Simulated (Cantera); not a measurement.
A diamond (100) surface in a fixed gas of H2 with x(CH4) = 0.026, x(CH3) = 0.00059, at 900 K, 36.8 Torr; coverages are run to steady state.

Detailed kinetics in Cantera: the Harris–Goodwin 1993 mechanism for the reconstructed diamond (100) surface.

θ: site fractions in the mechanism's names (c6HH fully hydrogenated, c6H* and c6*H radical sites, c6** diradical, c6HM methylated).

```
x(H)     growth (µm/h)  θ c6HH   θ c6H*  θ c6*H    θ c6**   θ c6HM
-------  -------------  ------  -------  ------  --------  -------
0.0001               ?   0.140  0.00188  0.0526  0.000285    0.648
0.00024              ?   0.229  0.00328  0.0917  0.000794    0.543
0.00057              ?   0.353  0.00521   0.146   0.00167    0.397
0.0014               ?   0.488  0.00731   0.205   0.00273    0.239
0.0033               ?   0.585  0.00884   0.247   0.00353    0.125
0.0079            8.37   0.642  0.00976   0.272   0.00400   0.0582
0.019             8.79   0.670   0.0103   0.284   0.00425   0.0254
0.045             8.98   0.683   0.0107   0.289   0.00437   0.0110
0.11              9.09   0.688   0.0114   0.290   0.00448  0.00453
```

Q: Complete the blanks.

A: 
- 0.0001, growth (µm/h): 1.17
- 0.00024, growth (µm/h): 2.36
- 0.00057, growth (µm/h): 4.12
- 0.0014, growth (µm/h): 6.09
- 0.0033, growth (µm/h): 7.52
